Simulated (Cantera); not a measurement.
Feed: 1 mol SiCl₄, 250 mol H₂, equilibrated at 2398.15 K and 10.0 Torr.

These are equilibrium values from Cantera (NASA tables, ideal gas, pure condensed phases), not measurements of a reactor. The tables' values for SiCl are old estimates; treat these amounts as uncertain. Gases not in the tables: Si₂H₆ and higher silanes. Equilibrium is a limit: real reactors are often held back by kinetics, nucleation or transport.

```tsv
species	before	after
H₂	0.855	0.987
HCl	0.0133	0.0118
SiCl₄	<1e-9	0.000537
H	0.126	3.75e-8
Si	0.00352	<1e-9
Cl	0.00141	<1e-9
SiHCl₃	<1e-9	0.000387
SiH	0.000117	<1e-9
SiCl₃	<1e-9	8.03e-5
SiCl	3.51e-5	<1e-9
SiH₂Cl₂	<1e-9	3.09e-5
Si(s), mol	0	0.676
```
Gas species are given as mole fractions.

**Question.** Name the change that produced these shifts.
(A) temperature from 2398.15 K to 1025 K
(B) H₂ from 250 to 8 mol
(C) temperature from 2398.15 K to 2025 K
(D) H₂ from 250 to 3.5 mol

**Answer.** A, temperature from 2398.15 K to 1025 K. The tables' values for SiCl₃ are old estimates; treat these amounts as uncertain
